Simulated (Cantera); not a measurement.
Charge: 1 mol Fe(CO)5, 0.028 mol O2, 64 mol H2, equilibrated at 25.0 mbar.

Method: chemical equilibrium by Gibbs-energy minimisation in Cantera with the NASA 1993 tables (ideal gas, pure condensed phases). Candidate condensed phases: C, C6H6, C7H8, C8H18, Fe, Fe(CO)5, FeO, Fe(OH)2, Fe(OH)3, Fe2O3, Fe3O4, H2O; 114 gas species. The numbers say what is thermodynamically allowed, not how fast it happens.

x: gas mole fraction; n: condensed amount in mol.

```
T (°C)   x H2    x CO     x CH4     x H2O  x CO2  n Fe(α)  n Fe(γ)
------  -----  ------  --------  --------  -----  -------  -------
552     0.909  0.0536    0.0182    0.0158    [?]     1.00        0
602     0.919  0.0645   0.00773   0.00721    [?]     1.00        0
652     0.924  0.0691   0.00325   0.00353    [?]     1.00        0
702     0.925  0.0711   0.00137   0.00194    [?]     1.00        0
752     0.926  0.0719  0.000559   0.00125    [?]     1.00        0
802     0.927  0.0722  0.000216  0.000948    [?]     1.00        0
852     0.927  0.0723   8.02e-5  0.000833    [?]     1.00        0
902     0.927  0.0724   3.01e-5  0.000793    [?]     1.00        0
952     0.927  0.0724   1.19e-5  0.000782    [?]        0     1.00
1002    0.927  0.0724   4.99e-6  0.000780    [?]        0    1.000
1052    0.927  0.0724   2.23e-6  0.000781    [?]        0    1.000
1102    0.927  0.0724   1.05e-6  0.000783    [?]        0    1.000
```

### Question
What belongs in the gaps?

### Answer

- 552, x CO2: 0.00331
- 602, x CO2: 0.00134
- 652, x CO2: 0.000535
- 702, x CO2: 0.000238
- 752, x CO2: 0.000125
- 802, x CO2: 7.95e-5
- 852, x CO2: 5.91e-5
- 902, x CO2: 4.84e-5
- 952, x CO2: 4.16e-5
- 1002, x CO2: 3.66e-5
- 1052, x CO2: 3.28e-5
- 1102, x CO2: 2.96e-5
